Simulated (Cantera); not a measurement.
A closed system holds: 1 mol CaO, a varied amount of Cl₂, held at 0.133 bar.

Method: chemical equilibrium by Gibbs-energy minimisation in Cantera with the NASA 1993 tables (ideal gas, pure condensed phases). Candidate condensed phases: Ca, CaCl₂, CaO; 11 gas species. Condensed phases not in the tables: oxide chlorides. The numbers say what is thermodynamically allowed, not how fast it happens.

Stable condensed phases, one row left out:

```
T in K \ n(Cl₂) in mol
         2.8 5.1 7.5 9.8  12  14  17  19  21  24  26
   1723    A   B   B   B   B   B   B   B   B   B   B
   1673    A   A   A   B   B   B   B   B   B   B   B
   1623    A   A   A   A   A   A   B   B   B   B   B
   1523    A   A   A   A   A   A   A   A   A   A   A
   1473    A   A   A   A   A   A   A   A   A   A   A
   1423    A   A   A   A   A   A   A   A   A   A   A
   1373    A   A   A   A   A   A   A   A   A   A   A
   1323    A   A   A   A   A   A   A   A   A   A   A
   1273    A   A   A   A   A   A   A   A   A   A   A
   1223    A   A   A   A   A   A   A   A   A   A   A
```

A: CaCl₂; B: gas only.

Question: Give the row for 1573 K.

Answer: 2.8: CaCl₂; 5.1: CaCl₂; 7.5: CaCl₂; 9.8: CaCl₂; 12: CaCl₂; 14: CaCl₂; 17: CaCl₂; 19: CaCl₂; 21: CaCl₂; 24: CaCl₂; 26: CaCl₂.
